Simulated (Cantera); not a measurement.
What does this Cantera script print?

```python
import numpy as np
import cantera as ct

gas = ct.Solution("gri30.yaml")


def delay(T, t_max=10):
    gas.TPX = T, 690000, {'CH4': 1, 'O2': 1.25, 'N2': 4.7}
    reactor = ct.IdealGasConstPressureReactor(gas, clone=False)
    net = ct.ReactorNet([reactor])
    net.rtol, net.atol = 1e-8, 1e-16
    while net.time < t_max:
        t_old, T_old = net.time, reactor.T
        net.step()
        if reactor.T > T + 400:  # ignition: a rise of 400 K
            return t_old + (T + 400 - T_old) / (reactor.T - T_old) * (net.time - t_old)
    return np.nan


taus = []
for T in [1200, 1300, 1400, 1500, 1600, 1700]:
    taus.append(delay(T))
    print(f"T0 = {T:6g} K   tau = {taus[-1]:.4e} s")
```

Output:

```
T0 =   1200 K   tau = 9.1392e-03 s
T0 =   1300 K   tau = 2.7251e-03 s
T0 =   1400 K   tau = 8.9565e-04 s
T0 =   1500 K   tau = 3.1865e-04 s
T0 =   1600 K   tau = 1.2231e-04 s
T0 =   1700 K   tau = 5.1249e-05 s
```

Computed with Cantera and GRI-Mech 3.0 (53 species, 325 reactions).
